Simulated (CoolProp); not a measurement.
Vapour-liquid equilibrium of carbon dioxide (1) + R142b (2) at 273.8 K; x and y are mole fractions of (1).

Values from CoolProp's multi-fluid Helmholtz-energy mixture model, Span 1996 and Lemmon 2006; pair parameters Bell 2016.

```json
[
 {"x": "0.05", "bubble pressure (MPa)": "0.2737", "y at the bubble point": "0.467", "dew pressure at overall composition x (MPa)": "___", "liquid density (mol/L)": "11.96"},
 {"x": "0.125", "bubble pressure (MPa)": "___", "y at the bubble point": "___", "dew pressure at overall composition x (MPa)": "0.1691", "liquid density (mol/L)": "12.46"},
 {"x": "0.2", "bubble pressure (MPa)": "0.7126", "y at the bubble point": "0.810", "dew pressure at overall composition x (MPa)": "0.1847", "liquid density (mol/L)": "12.99"},
 {"x": "0.275", "bubble pressure (MPa)": "0.9534", "y at the bubble point": "0.864", "dew pressure at overall composition x (MPa)": "0.2033", "liquid density (mol/L)": "13.56"},
 {"x": "0.35", "bubble pressure (MPa)": "1.200", "y at the bubble point": "0.897", "dew pressure at overall composition x (MPa)": "0.2261", "liquid density (mol/L)": "14.15"},
 {"x": "0.425", "bubble pressure (MPa)": "___", "y at the bubble point": "0.919", "dew pressure at overall composition x (MPa)": "___", "liquid density (mol/L)": "14.79"},
 {"x": "0.5", "bubble pressure (MPa)": "1.696", "y at the bubble point": "0.935", "dew pressure at overall composition x (MPa)": "0.2909", "liquid density (mol/L)": "15.46"},
 {"x": "0.575", "bubble pressure (MPa)": "___", "y at the bubble point": "0.948", "dew pressure at overall composition x (MPa)": "0.3394", "liquid density (mol/L)": "16.18"},
 {"x": "0.65", "bubble pressure (MPa)": "2.190", "y at the bubble point": "0.958", "dew pressure at overall composition x (MPa)": "0.4074", "liquid density (mol/L)": "16.94"},
 {"x": "0.725", "bubble pressure (MPa)": "2.443", "y at the bubble point": "___", "dew pressure at overall composition x (MPa)": "0.5094", "liquid density (mol/L)": "___"},
 {"x": "0.8", "bubble pressure (MPa)": "2.708", "y at the bubble point": "0.976", "dew pressure at overall composition x (MPa)": "0.6801", "liquid density (mol/L)": "18.59"},
 {"x": "0.875", "bubble pressure (MPa)": "2.993", "y at the bubble point": "0.984", "dew pressure at overall composition x (MPa)": "1.022", "liquid density (mol/L)": "19.48"},
 {"x": "0.95", "bubble pressure (MPa)": "3.310", "y at the bubble point": "0.993", "dew pressure at overall composition x (MPa)": "1.989", "liquid density (mol/L)": "20.39"}
]
```

Complete the blanks.


- 0.05, dew pressure at overall composition x (MPa): 0.1559
- 0.125, bubble pressure (MPa): 0.4837
- 0.125, y at the bubble point: 0.709
- 0.425, bubble pressure (MPa): 1.449
- 0.425, dew pressure at overall composition x (MPa): 0.2544
- 0.575, bubble pressure (MPa): 1.942
- 0.725, y at the bubble point: 0.967
- 0.725, liquid density (mol/L): 17.74

No azeotrope shows between x = 0.05 and 0.95.

The pair parameters rest on a limited set of measurements; away from them the model extrapolates.
